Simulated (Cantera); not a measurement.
A perfectly stirred reactor is fed with C₂H₆ : N₂ = 1 : 2 (molar parts), at 40.5 Torr; it is held at 1425 K, and followed from long to short residence time.

Computed with Cantera and GRI-Mech 3.0 (53 species, 325 reactions). GRI-Mech 3.0 stops at C3 and has no aromatics, soot or wall deposition, so with more carbon than oxygen in the feed, carbon stays in small species such as C2H2 where larger ones or solid carbon would form.

Q: What does this change do: C2H6 1 to 3.7 parts?

A: 
```
quantity                  before     after
----------------------  --------  --------
x(C₂H₆) at τ = 4.70 s   0.000241  0.000330
x(CH₂) at τ = 4.70 s     1.63e-8   1.41e-8
x(CH₃) at τ = 4.70 s    0.000151  0.000176
x(C₂H) at τ = 4.70 s     3.20e-8   3.51e-8
x(C₂H₄) at τ = 4.70 s    0.00424   0.00756
x(C₂H₆) at τ = 32.0 ms    0.0163    0.0227
x(CH₂) at τ = 32.0 ms    3.33e-7   2.73e-7
x(CH₃) at τ = 32.0 ms    0.00123   0.00144
x(C₂H) at τ = 32.0 ms    6.14e-8   7.01e-8
x(C₂H₄) at τ = 32.0 ms    0.0676     0.106
```

Q: What does this change do: pressure from 40.5 Torr to 0.790 bar?

A: 
```csv
quantity,before,after
x(C₂H₆) at τ = 4.70 s,0.000241,0.000213
x(CH₂) at τ = 4.70 s,1.63e-8,6.45e-10
x(CH₃) at τ = 4.70 s,0.000151,3.99e-5
x(C₂H) at τ = 4.70 s,3.20e-8,3.87e-9
x(C₂H₄) at τ = 4.70 s,0.00424,0.0228
x(C₂H₆) at τ = 32.0 ms,0.0163,0.00494
x(CH₂) at τ = 32.0 ms,3.33e-7,1.18e-8
x(CH₃) at τ = 32.0 ms,0.00123,0.000161
x(C₂H) at τ = 32.0 ms,6.14e-8,1.56e-8
x(C₂H₄) at τ = 32.0 ms,0.0676,0.0537
```
